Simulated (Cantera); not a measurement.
An isothermal plug-flow reactor at 900 K and 0.987 atm (inlet), inlet velocity 0.068 m/s, active area per volume 350 1/m; feed 0.775 % CO, 17.6 % O2, 81.7 % N2.

Cantera simulation using Deutschmann's 1995 Pt surface mechanism with GRI-Mech 3.0 gas chemistry; the numbers are that mechanism's predictions, not measurements. Catalytic surfaces can have several steady states; this one follows from the mechanism file's or the stated starting coverage. Mass transfer to the wall is taken as infinitely fast.

x: gas mole fraction; θ: surface coverage.

| z (m) | x CO | x O2 | x H2O | x CO2 | θ free Pt | θ O* |
|---|---|---|---|---|---|---|
| 6.3e-05 | 0.00232 | 0.173 | <1e-12 | 0.00545 | 0.0936 | 0.906 |
| 0.00014 | ___ | 0.173 | <1e-12 | ___ | 0.0877 | 0.912 |
| 0.00029 | ___ | 0.173 | <1e-12 | 0.00766 | 0.0854 | 0.915 |
| 0.00063 | 1.72e-6 | 0.173 | <1e-12 | 0.00778 | 0.0851 | 0.915 |
| 0.0014 | 1.21e-10 | 0.173 | <1e-12 | 0.00778 | 0.0851 | 0.915 |
| 0.0029 | <1e-12 | 0.173 | <1e-12 | 0.00778 | 0.0851 | 0.915 |
| 0.0063 | <1e-12 | 0.173 | <1e-12 | 0.00778 | 0.0851 | 0.915 |

Question: Fill in the missing entries.

Answer: 
- 0.00014, x CO: 0.000797
- 0.00014, x CO2: 0.00698
- 0.00029, x CO: 0.000118
